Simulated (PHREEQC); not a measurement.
Solution (25 °C): 11 mmol/kgw HF and 2.6 mmol/kgw H2SiF6. Closed to the air; pH follows from the charge balance.

Model: ion-association model, phreeqc.dat, run in PHREEQC.

| quantity | before | after |
|---|---|---|
| pH | 2.23 | 2.62 |
| ionic strength (mol/kgw) | 0.00906 | 0.00254 |
| HF (mol/kgw) | 0.00970 | 0.00839 |
| F- (mol/kgw) | 0.00121 | 0.00246 |
| HF2- (mol/kgw) | 4.51e-5 | 7.90e-5 |

Task: Which change was made?
A) 0.021 mol/kgw HCl added
B) HF from 0.011 to 0.022 mol/kgw
C) HF replaced by HBF4 at the same molality
D) H2SiF6 left out
E) diluted 100-fold with water

Result: D, H2SiF6 left out

Precipitation was switched off in this run. SiF6-2 is the database's only silicon fluoride.
